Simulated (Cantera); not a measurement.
A Cantera script and what it prints.

```python
import numpy as np
import cantera as ct

gas_names = """
    H NO OH
""".split()
cond_names = """
    V2O3(s) V2O3(L) VN(s)
""".split()


# ... load() reads the species with a 1 bar reference pressure and builds the phases ...
species = {s.name: s for s in load("nasa_gas.yaml", gas_names) + load("nasa_condensed.yaml", cond_names)}
# Each term lists the table entries of one substance; the one whose range holds T is used.
reactions = {
    '5 H(g) + 2 NO(g) + V2O3 = 2 VN + 5 OH(g)':
        [(-5, ['H']), (-2, ['NO']), (-1, ['V2O3(s)', 'V2O3(L)']), (2, ['VN(s)']), (5, ['OH'])],
}


def pick(names, T):
    return next(species[n] for n in names if species[n].thermo.min_temp <= T <= species[n].thermo.max_temp)


results = []
for label, terms in reactions.items():
    print(label)
    print("     T/K   dH/kJ  dS/(J/K)   dG/kJ   log10 K")
    for T in [673, 773, 873, 973, 1073, 1173, 1273]:
        used = [(nu, pick(names, T)) for nu, names in terms]
        dH = sum(nu * s.thermo.h(T) for nu, s in used) / 1e6
        dS = sum(nu * s.thermo.s(T) for nu, s in used) / 1e3
        dG = dH - T * dS / 1e3
        logK = -dG * 1e6 / (ct.gas_constant * T * np.log(10))
        results.append((label, T, dH, dS, dG, logK, [s.name for _, s in used]))
        print(f"{T:8g} {dH:8.1f} {dS:8.1f} {dG:8.1f} {logK:8.2f}")
```

Result:

```
5 H(g) + 2 NO(g) + V2O3 = 2 VN + 5 OH(g)
     T/K   dH/kJ  dS/(J/K)   dG/kJ   log10 K
     673   -309.3   -138.7   -215.9    16.76
     773   -314.3   -145.6   -201.7    13.63
     873   -319.3   -151.7   -186.8    11.18
     973   -324.3   -157.1   -171.4     9.20
    1073   -329.2   -161.9   -155.4     7.57
    1173   -333.9   -166.1   -139.0     6.19
    1273   -338.6   -170.0   -122.2     5.02
```

Cantera with NASA thermochemical tables; ideal gases at 1 bar, condensed phases pure. VN: taken at fixed stoichiometry. Condensed species are held in their standard states even where they would react or evaporate.
